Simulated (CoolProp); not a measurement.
Saturated liquid density (kg/m³) of fluorine: the reference equation beside estimates from Tc = 144.4 K, pc = 5.240 MPa, ω = 0.045. Rackett uses Z = 0.29056 − 0.08775 ω.

Values from CoolProp's reference Helmholtz-energy equation of state, de Reuck 1990.

| T (K) | reference | Rackett | Redlich-Kwong | Soave-Redlich-Kwong | Peng-Robinson |
|---|---|---|---|---|---|
| 86.3 | 1493 | 1516 | 1507 | [?] | 1690 |
| 90.1 | 1466 | 1488 | 1475 | 1466 | 1657 |
| 93.8 | 1438 | 1461 | 1442 | 1435 | 1622 |
| 97.6 | 1409 | 1431 | 1407 | 1401 | 1585 |
| 101.3 | 1380 | 1401 | 1370 | 1366 | 1546 |
| 105.1 | [?] | 1369 | 1330 | 1328 | 1504 |
| 108.9 | 1315 | 1336 | 1288 | [?] | 1458 |
| 112.6 | 1281 | 1302 | 1244 | 1245 | 1411 |
| 116.4 | 1245 | 1265 | 1196 | 1198 | 1358 |
| 120.1 | 1206 | 1226 | 1146 | 1149 | 1302 |
| 123.9 | 1164 | 1183 | 1090 | 1094 | 1239 |
| 127.6 | 1118 | [?] | 1030 | 1035 | 1170 |
| 131.4 | [?] | 1084 | 961.9 | 966.8 | 1091 |
| 135.1 | 1002 | 1024 | [?] | 890.4 | 1002 |

Question: What belongs in the gaps?

Answer: 
- 86.3, Soave-Redlich-Kwong: 1497
- 105.1, reference: 1348
- 108.9, Soave-Redlich-Kwong: 1287
- 127.6, Rackett: 1137
- 131.4, reference: 1064
- 135.1, Redlich-Kwong: 885.5

Absolute difference from the reference over all 14 rows, mean and median: Rackett 1.7 and 1.6 %, Redlich-Kwong 3.8 and 2.5 %, Soave-Redlich-Kwong 3.6 and 2.5 %, Peng-Robinson 9.1 and 10.5 %.
